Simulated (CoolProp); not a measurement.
Vapour-liquid equilibrium of CHF3 (R23) (1) + R152A (2) at 0.272 MPa; x and y are mole fractions of (1).

Computed with CoolProp (multi-fluid Helmholtz-energy mixture model, Penoncello 2003 and Outcalt 1996; pair parameters Bell 2016).

| x | bubble temperature, mixture model (°C) | bubble temperature, Raoult's law (°C) | y, mixture model | y, Raoult's law |
|---|---|---|---|---|
| 0.05 | ___ | -9.4 | ___ | 0.352 |
| 0.125 | -17.4 | -20.8 | 0.544 | 0.625 |
| 0.2 | -25.6 | -29.1 | 0.704 | 0.763 |
| 0.275 | -32.4 | -35.5 | 0.801 | 0.842 |
| 0.35 | ___ | -40.6 | 0.863 | 0.890 |
| 0.425 | -42.6 | -44.7 | 0.905 | 0.922 |
| 0.5 | -46.6 | -48.3 | 0.933 | 0.944 |
| 0.575 | -50.0 | -51.3 | 0.953 | 0.960 |
| 0.65 | -53.0 | -53.9 | 0.967 | 0.972 |
| 0.725 | -55.6 | -56.3 | ___ | 0.981 |
| 0.8 | -57.9 | -58.3 | 0.986 | 0.988 |
| 0.875 | -60.0 | -60.2 | 0.992 | 0.993 |
| 0.95 | -61.8 | -61.9 | 0.997 | 0.998 |

Problem. Fill in the missing entries.

Solution. 
- 0.05, bubble temperature, mixture model (°C): -7.2
- 0.05, y, mixture model: 0.276
- 0.35, bubble temperature, mixture model (°C): -38.0
- 0.725, y, mixture model: 0.978

The largest gap from Raoult's law is +3.5 K in bubble temperature, at x = 0.2. No azeotrope shows between x = 0.05 and 0.95.

The pair parameters rest on a limited set of measurements; away from them the model extrapolates.
